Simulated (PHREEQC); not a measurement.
A column of 0.2 m (30 cells, dispersivity 0.016 m, 3600 s a shift, diffusion coefficient 3e-10 m²/s) holds 0.00097 eq of the database's cation exchanger X per kg of pore water, first in equilibrium with 0.00032 mol/kgw NH4Cl, 0.0077 mol/kgw LiCl and 1e-05 mol/kgw HCl. It is flushed with 0.00023 mol PbCl2 and 1e-05 mol HCl per kg of water, at 15 °C. Values are for the last cell. CO2 from the air is kept out. Precipitation was switched off in this run.

The series has 31 steps of pore volumes, from 0 to 7.017.

Computed with PHREEQC (ion-association model, phreeqc.dat).

After how many pore volumes does Pb at the outlet first reach half of its feed value?

By 3.0 pore volumes.

Complexes and solids missing from the database can't appear.
